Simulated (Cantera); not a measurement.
Input (Python, Cantera):

```python
import numpy as np
import cantera as ct

surf = ct.Interface("ptcombust.yaml", "Pt_surf")
gas = surf.adjacent["gas"]
gas.TPX = 773, 200000, {'CO': 0.0068, 'O2': 0.19, 'N2': 0.79, 'H2O': 0.023}
surf.TP = 773, 200000
reactor = ct.FlowReactor(gas, clone=False)
reactor.area = 0.0001  # m2
reactor.surface_area_to_volume_ratio = 460  # 1/m
reactor.mass_flow_rate = 0.096 * reactor.area * gas.density  # inlet velocity 0.096 m/s
reactor.energy_enabled = False
wall = ct.ReactorSurface(surf, reactor, clone=False)
net = ct.ReactorNet([reactor])
net.rtol, net.atol = 1e-8, 1e-16
show, cover = ['CO', 'O2', 'H2O', 'CO2'], ['PT(S)', 'H(S)', 'O(S)', 'OH(S)', 'CO(S)', 'C(S)']

rows = []
print(f"{'z/m':>9s}{'u/(m/s)':>9s}" + "".join(f"{s:>13s}" for s in show + cover))
for z in [0.00033, 0.00071, 0.0015, 0.0033, 0.0071, 0.015, 0.033]:
    net.advance(z)
    rows.append([reactor.speed, *gas[show].X, *surf[cover].coverages])
    print(f"{z:9.4g}{rows[-1][0]:9.3g}" + "".join(f"{x:13.4e}" for x in rows[-1][1:]))
```

Result:

```
      z/m  u/(m/s)           CO           O2          H2O          CO2        PT(S)         H(S)         O(S)        OH(S)        CO(S)         C(S)
  0.00033   0.0959   5.4779e-03   1.8764e-01   2.2791e-02   1.2603e-03   1.9266e-02   3.7983e-09   9.7616e-01   3.6267e-03   9.4137e-04   3.2436e-17
  0.00071   0.0959   4.5005e-03   1.8725e-01   2.2802e-02   2.2411e-03   1.7848e-02   3.3844e-09   9.7799e-01   3.4948e-03   6.6254e-04   2.1109e-17
   0.0015   0.0958   3.1828e-03   1.8671e-01   2.2817e-02   3.5632e-03   1.6367e-02   2.9701e-09   9.7988e-01   3.3510e-03   3.9331e-04   1.1469e-17
   0.0033   0.0958   1.6395e-03   1.8608e-01   2.2835e-02   5.1118e-03   1.5039e-02   2.6148e-09   9.8157e-01   3.2162e-03   1.7076e-04   4.5677e-18
   0.0071   0.0957   4.8363e-04   1.8561e-01   2.2848e-02   6.2715e-03   1.4238e-02   2.4081e-09   9.8258e-01   3.1318e-03   4.5105e-05   1.1410e-18
    0.015   0.0957   4.5150e-05   1.8543e-01   2.2853e-02   6.7115e-03   1.3967e-02   2.3395e-09   9.8292e-01   3.1028e-03   4.0507e-06   1.0049e-19
    0.033   0.0957   2.2037e-07   1.8541e-01   2.2854e-02   6.7565e-03   1.3940e-02   2.3328e-09   9.8296e-01   3.0999e-03   1.9694e-08   4.8759e-22
```

Model: Deutschmann's 1995 Pt surface mechanism with GRI-Mech 3.0 gas chemistry, integrated in Cantera. Catalytic surfaces can have several steady states; this one follows from the mechanism file's or the stated starting coverage. Mass transfer to the wall is taken as infinitely fast.
